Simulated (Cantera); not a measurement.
A closed system holds: 1 mol SiCl₄, 0.28 mol NO, 8 mol H₂, equilibrated at 1725 K and 41000 Pa.

Method: chemical equilibrium by Gibbs-energy minimisation in Cantera with the NASA 1993 tables (ideal gas, pure condensed phases). Candidate condensed phases: H₂O, NH₄Cl, Si, SiO₂, Si₂N₂O, Si₃N₄; 47 gas species. The tables' values for SiCl₃ are old estimates; treat these amounts as uncertain. Kinetics and transport are ignored.

Question: What is the equilibrium state?

Answer: 
```
Quantity                             Result
--------------------------------  ---------
x(H₂)                                 0.658
x(HCl)                                0.268
x(SiCl₂)                             0.0479
x(SiO)                               0.0146
x(SiCl₃)                            0.00721
x(SiCl₄)                            0.00203
x(SiHCl₃)                           0.00103
x(N₂)                              0.000746
x(H)                               0.000235
n(Si₂N₂O(s))                      0.132 mol
gas amount                        10.09 mol
log10 activity of Si(l) (absent)      -0.89
```
